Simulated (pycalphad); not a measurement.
An equivalent pycalphad script:

```python
from pycalphad import Database, equilibrium, calculate, variables as v
import numpy as np
db = Database('COST507.tdb')
comps = ['SN', 'SI', 'VA']
phases = ['BCT_A5', 'DIAMOND_A4', 'LIQUID']
eq = equilibrium(db, comps, phases, {v.X('SI'): 0.758, v.T: np.arange(2350, 499, -50), v.P: 101325, v.N: 1}, output=['HM', 'SM'])
```

CALPHAD calculation (pycalphad, COST 507 light-alloy database (1999)), 1 atm. The database dates from 1999; later assessments differ in places, in temperatures and in the compounds included. Phase fractions are per mole of atoms.

Results at three of the temperatures:

```
T = 2350.00 K, P = 101325 Pa, N = 1 mol of atoms
G = -160464 J/mol, H = 100083 J/mol, S = 110.87 J/(mol K)  (SER reference)
chemical potentials (J/mol): Sn -239776, Si -135142
phase             fraction      x(Sn)      x(Si)
LIQUID              1.0000     0.2420     0.7580
```

```
T = 2150.00 K, P = 101325 Pa, N = 1 mol of atoms
G = -138531 J/mol, H = 94583 J/mol, S = 108.42 J/(mol K)  (SER reference)
chemical potentials (J/mol): Sn -212844, Si -114805
phase             fraction      x(Sn)      x(Si)
LIQUID              1.0000     0.2420     0.7580
```

```
T = 900.00 K, P = 101325 Pa, N = 1 mol of atoms
G = -34746 J/mol, H = 16773 J/mol, S = 57.24 J/(mol K)  (SER reference)
chemical potentials (J/mol): Sn -62813, Si -25785
phase             fraction      x(Sn)      x(Si)
DIAMOND_A4          0.7577   4.39e-07     1.0000
LIQUID              0.2423     0.9988     0.0012
```

Changes of the phase set, refined by bisection:

| T (°C) | phases above | phases below |
|---|---|---|
| 1365.7 | liquid | diamond (Si) + liquid |
| 231.9 | diamond (Si) + liquid | bct (Sn) + diamond (Si) |

DIAMOND_A4 is diamond (Si).
